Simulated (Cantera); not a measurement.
Charge: 1 mol CH₄, 2.7 mol H₂, 9.7 mol N₂, at 1623.15 K and 1130 Torr.

Cantera equilibrium calculation (NASA polynomials, part measured and part estimated; ideal gas, pure solids and liquids). Candidate condensed phases: C, C₆H₆, C₇H₈, C₈H₁₈; 92 gas species. Rates play no part.

Base state: N₂ 0.673, H₂ 0.325, HCN 0.00110, CH₄ 0.000235, H 3.22e-5, HNC 2.69e-5, C₂H₂ (acetylene) 1.14e-5, NH₃ 1.00e-5 (mole fractions); condensed: C(graphite).

**Question.** What changes in the equilibrium state with this change: temperature from 1623.15 K to 1775 K?

**Answer.** 
| species | before | after |
|---|---|---|
| N₂ | 0.673 | 0.672 |
| H₂ | 0.325 | 0.325 |
| HCN | 0.00110 | 0.00254 |
| H | 3.22e-5 | 0.000135 |
| C₂H₂ (acetylene) | 1.14e-5 | 4.62e-5 |
| HNC | 2.69e-5 | 9.09e-5 |
| CH₄ | 0.000235 | 0.000132 |
| C(graphite), mol | 0.980 | 0.959 |
